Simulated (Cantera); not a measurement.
An adiabatic, constant-volume homogeneous reactor starts with 2.02 % C3H8, 20.6 % O2, 77.4 % N2, equivalence ratio 0.49, at 1400 K and 0.622 atm.

Model: GRI-Mech 3.0 (53 species, 325 reactions), integrated in Cantera. GRI-Mech 3.0 was tuned for natural gas; its chemistry of propane as a main component is partial and can be far from experiment.

Q: Predict: time of steepest temperature rise; temperature at 0.900 s; equilibrium temperature; x(O2) at 0.900 s; x(H2) at 0.900 s; x(HO2) at 0.900 s.

A: 
| Item | Result |
|---|---|
| time of steepest temperature rise | 0.256 ms |
| temperature at 0.900 s | 2525 K |
| equilibrium temperature | 2525 K |
| x(O2) at 0.900 s | 0.0933 (gas-phase equilibrium 0.0933) |
| x(H2) at 0.900 s | 0.00145 (gas-phase equilibrium 0.00145) |
| x(HO2) at 0.900 s | 7.28e-6 (gas-phase equilibrium 7.28e-6) |
